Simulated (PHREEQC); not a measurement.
Make-up at 32 °C: 0.0033 mol/kgw HF, 0.00035 mol/kgw H2SiF6, 0.28 mol/kgw H2SO4 and 0.099 mol/kgw H3PO4. Closed to the air; pH follows from the charge balance.

Model: ion-association model, wateq4f.dat, run in PHREEQC.

This is a speciation only: nothing precipitates in the calculation.

Task: Order these F species by the share of F that they hold, largest first: HF, SiF6-2, F-, H2F2.

Result: HF (95 %), SiF6-2 (2.7 %), H2F2 (2.1 %), F- (0.38 %)

The pH is 0.62 and the ionic strength 0.338 mol/kgw. Examples of supersaturated solids here: Quartz (slow to form). Others may be too. H3PO4, which wateq4f.dat lacks, is added to it with the constant of phreeqc.dat. SiF6-2 is the database's only silicon fluoride.
